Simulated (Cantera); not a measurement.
Input: 1 mol SiH4, 0.01 mol CH4, 1300 mol H2, at 1.00 bar.

Equilibrium computed with Cantera from the NASA thermochemical tables; the gas is ideal and each condensed phase is pure. Candidate condensed phases: C, C6H6, C7H8, C8H18, Si, SiC; 87 gas species. Gases not in the tables: Si2H6 and higher silanes. Rates play no part.

**Question.** At 2473 K, list the 5 most abundant gas species with their mole fractions, and the condensed phases.

**Answer.** H2 0.977, H 0.0220, Si 0.000501, SiH 0.000136, SiH2 0.000117. Condensed: gas only.
